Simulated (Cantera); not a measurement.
Feed: 1 mol SiHCl3, 0.064 mol HCl, 130 mol H2, 0.0038 mol Cl2, held at 850 K and 30.0 Torr.

Cantera equilibrium calculation (NASA polynomials, part measured and part estimated; ideal gas, pure solids and liquids). Candidate condensed phases: Si; 19 gas species. The tables' values for SiCl3 are old estimates; treat these amounts as uncertain. Equilibrium is a limit: real reactors are often held back by kinetics, nucleation or transport.

Base state: H2 0.992, SiCl4 0.00347, HCl 0.00259, SiHCl3 0.00220, SiH2Cl2 0.000123, SiCl3 1.98e-5 (mole fractions); condensed: Si(s).

Question: What changes in the equilibrium state with this change: pressure from 30.0 Torr to 750 Torr?

Answer: 
```json
[
 {"species": "H2", "before": "0.992", "after": "0.992"},
 {"species": "SiHCl3", "before": "0.00220", "after": "0.00381"},
 {"species": "SiCl4", "before": "0.00347", "after": "0.00246"},
 {"species": "HCl", "before": "0.00259", "after": "0.00106"},
 {"species": "SiH3Cl", "before": "1.64e-6", "after": "1.68e-5"},
 {"species": "SiH2Cl2", "before": "0.000123", "after": "0.000520"},
 {"species": "SiCl3", "before": "1.98e-5", "after": "6.85e-6"},
 {"species": "Si(s), mol", "before": "0.235", "after": "0.106"}
]
```

Question: What changes in the equilibrium state with this change: temperature from 850 K to 1548 K?

Answer: 
| species | before | after |
|---|---|---|
| H2 | 0.992 | 0.978 |
| HCl | 0.00259 | 0.0204 |
| SiCl2 | 8.04e-6 | 0.00141 |
| SiCl4 | 0.00347 | 2.30e-7 |
| H | <1e-9 | 0.000152 |
| SiHCl3 | 0.00220 | 1.35e-6 |
| SiH2Cl2 | 0.000123 | 1.28e-6 |
| SiCl3 | 1.98e-5 | 1.08e-5 |
| Si(s), mol | 0.235 | 0.811 |
